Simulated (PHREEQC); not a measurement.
Solution (25 °C): 0.0016 mol/kgw AgNO3 and 0.14 mol/kgw KBr. Closed to the air; pH follows from the charge balance.

Computed with PHREEQC (ion-association model, wateq4f.dat).

**Question.** The ionic strength comes out as 0.141 mol/kgw. What activity coefficients do AgBr2-, AgBr3-2, K+, Br-, NO3- get?

**Answer.** AgBr2- 0.76, AgBr3-2 0.34, K+ 0.74, Br- 0.76, NO3- 0.72.

Precipitation was switched off in this run. Examples of supersaturated solids here: Bromyrite. Others may be too.
